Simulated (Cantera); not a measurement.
**Silicon nitride deposition: Si2Cl6 + NH3 + H2 + N2**

Feed: 1 mol Si2Cl6, 22 mol NH3, 18 mol H2, 0.8 mol N2.

These are equilibrium values from Cantera (NASA tables, ideal gas, pure condensed phases), not measurements of a reactor. Candidate condensed phases: NH4Cl, Si, Si3N4; 28 gas species. The feed counts by its element totals alone. The tables' values for SiCl3 are old estimates. Rates play no part.

Stable condensed phases:

```
T in °C \ P in Pa
              5     17     59    210    710   2400   8400  29000 100000
   1825       A      A      A      A      A      B      B      B      B
   1725       A      A      A      A      B      B      B      B      C
   1625       A      A      A      B      B      B      B      C      C
   1525       A      A      B      B      B      B      C      C      C
   1425       A      B      B      B      B      C      C      C      C
   1325       B      B      B      C      C      C      C      C      C
   1225       B      B      C      C      C      C      C      C      C
   1125       C      C      C      C      C      C      C      C      C
   1025       C      C      C      C      C      C      C      C      C
    925       C      C      C      C      C      C      C      C      C
    825       C      C      C      C      C      C      C      C      C
```

A: gas only; B: Si; C: Si3N4.
